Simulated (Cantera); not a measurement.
A closed system holds: 1 mol C2H2, 1.4 mol H2, 1.1 mol N2, held at 25.0 Pa.

Cantera equilibrium calculation (NASA polynomials, part measured and part estimated; ideal gas, pure solids and liquids). Candidate condensed phases: C, C6H6, C7H8, C8H18; 92 gas species. The numbers say what is thermodynamically allowed, not how fast it happens.

x: gas mole fraction; n: condensed amount in mol.

```json
[
 {"T (K)": "2000", "x H": "0.0806", "x H2": "0.614", "x N2": "0.298", "x C3": "1.11e-7", "x C": "1.22e-7", "x CN": "1.95e-5", "x C2": "9.38e-9", "x HCN": "0.00631", "n C(graphite)": "1.97"},
 {"T (K)": "2075", "x H": "0.128", "x H2": "0.573", "x N2": "0.290", "x C3": "6.57e-7", "x C": "5.78e-7", "x CN": "4.94e-5", "x C2": "5.62e-8", "x HCN": "0.00799", "n C(graphite)": "1.96"},
 {"T (K)": "2150", "x H": "(withheld)", "x H2": "(withheld)", "x N2": "0.279", "x C3": "(withheld)", "x C": "(withheld)", "x CN": "(withheld)", "x C2": "(withheld)", "x HCN": "(withheld)", "n C(graphite)": "1.95"},
 {"T (K)": "2225", "x H": "0.274", "x H2": "0.447", "x N2": "0.265", "x C3": "1.59e-5", "x C": "9.48e-6", "x CN": "0.000257", "x C2": "1.40e-6", "x HCN": "0.0112", "n C(graphite)": "1.94"},
 {"T (K)": "2300", "x H": "0.370", "x H2": "0.365", "x N2": "0.249", "x C3": "6.69e-5", "x C": "3.35e-5", "x CN": "0.000534", "x C2": "5.94e-6", "x HCN": "0.0124", "n C(graphite)": "1.92"},
 {"T (K)": "2375", "x H": "0.471", "x H2": "0.279", "x N2": "0.232", "x C3": "0.000256", "x C": "0.000109", "x CN": "0.00105", "x C2": "2.30e-5", "x HCN": "0.0130", "n C(graphite)": "1.91"},
 {"T (K)": "2450", "x H": "0.566", "x H2": "0.198", "x N2": "0.216", "x C3": "0.000898", "x C": "0.000330", "x CN": "0.00198", "x C2": "8.20e-5", "x HCN": "0.0129", "n C(graphite)": "1.88"},
 {"T (K)": "2525", "x H": "(withheld)", "x H2": "(withheld)", "x N2": "0.203", "x C3": "(withheld)", "x C": "(withheld)", "x CN": "(withheld)", "x C2": "(withheld)", "x HCN": "0.0123", "n C(graphite)": "1.83"},
 {"T (K)": "2600", "x H": "0.694", "x H2": "0.0817", "x N2": "0.191", "x C3": "0.00886", "x C": "0.00250", "x CN": "0.00632", "x C2": "0.000832", "x HCN": "0.0112", "n C(graphite)": "1.70"},
 {"T (K)": "2675", "x H": "0.715", "x H2": "0.0479", "x N2": "0.178", "x C3": "0.0252", "x C": "0.00630", "x CN": "0.0107", "x C2": "0.00240", "x HCN": "0.00985", "n C(graphite)": "1.33"},
 {"T (K)": "2750", "x H": "0.694", "x H2": "0.0258", "x N2": "0.161", "x C3": "0.0675", "x C": "0.0151", "x CN": "0.0172", "x C2": "0.00653", "x HCN": "0.00803", "n C(graphite)": "0.315"},
 {"T (K)": "2825", "x H": "0.691", "x H2": "0.0150", "x N2": "0.153", "x C3": "0.0747", "x C": "0.0262", "x CN": "0.0210", "x C2": "0.00966", "x HCN": "0.00527", "n C(graphite)": "0"},
 {"T (K)": "2900", "x H": "0.691", "x H2": "0.00904", "x N2": "0.150", "x C3": "0.0665", "x C": "0.0412", "x CN": "0.0239", "x C2": "0.0122", "x HCN": "0.00335", "n C(graphite)": "0"},
 {"T (K)": "2975", "x H": "0.685", "x H2": "0.00550", "x N2": "0.146", "x C3": "0.0561", "x C": "0.0620", "x CN": "0.0265", "x C2": "0.0146", "x HCN": "0.00211", "n C(graphite)": "0"}
]
```

Question: Complete the blanks.

Answer: 
- 2525, x H: 0.642
- 2525, x H2: 0.131
- 2525, x C3: 0.00292
- 2525, x C: 0.000936
- 2525, x CN: 0.00360
- 2525, x C2: 0.000270
- 2150, x H: 0.192
- 2150, x H2: 0.518
- 2150, x C3: 3.43e-6
- 2150, x C: 2.46e-6
- 2150, x CN: 0.000116
- 2150, x C2: 2.97e-7
- 2150, x HCN: 0.00970
